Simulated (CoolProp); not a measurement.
Saturation properties of carbon monoxide (Tc = -140.3 °C, pc = 3498 kPa, ω = 0.050).

The numbers come from the reference Helmholtz-energy equation of state, Lemmon 2006 in CoolProp. It is a short technical equation, of lower accuracy than the large ones.

| T (°C) | p (kPa) | vapour density (kg/m³) | liquid cp (kJ/(kg K)) |
|---|---|---|---|
| -199.65 | 35.80 | 1.674 | 2.141 |
| -196.05 | 58.45 | 2.627 | 2.139 |
| -192.55 | 89.88 | 3.905 | 2.143 |
| -189.05 | 132.9 | 5.604 | 2.154 |
| -185.55 | 190.0 | 7.808 | 2.172 |
| -182.05 | 263.6 | 10.61 | 2.197 |
| -178.55 | 356.6 | 14.12 | 2.231 |
| -175.05 | 471.7 | 18.45 | 2.276 |
| -171.55 | 611.6 | 23.76 | 2.334 |
| -167.95 | 784.6 | 30.45 | 2.413 |
| -164.45 | 984.0 | 38.37 | 2.513 |
| -160.95 | 1217 | 48.05 | 2.648 |
| -157.45 | 1488 | 59.96 | 2.837 |
| -153.95 | 1799 | 74.84 | 3.118 |
| -150.45 | 2155 | 93.97 | 3.581 |

It boils at -191.5 °C under 1 atm.
